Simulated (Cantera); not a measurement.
A perfectly stirred reactor is fed with 36.6 % H₂, 24.4 % O₂, 39.0 % N₂, equivalence ratio 0.75, at 1.00 bar; it is held at 1198 K, and followed from long to short residence time.

Computed with Cantera and GRI-Mech 3.0 (53 species, 325 reactions). The temperature is held fixed by assumption; the heat of reaction is taken as removed at once.

One state of this run: x H₂ = 0.0117; x O₂ = 0.0798; x H = 0.000206; x N₂O = 1.85e-7; x NO = 1.26e-7; x H₂O = 0.433. x: mole fraction; the columns are a selection and need not sum to one.

Problem. Which value of τ (s) does it belong to?
A) 0.030
B) 0.0053
C) 0.0094
D) 0.052

Solution. B, 0.0053
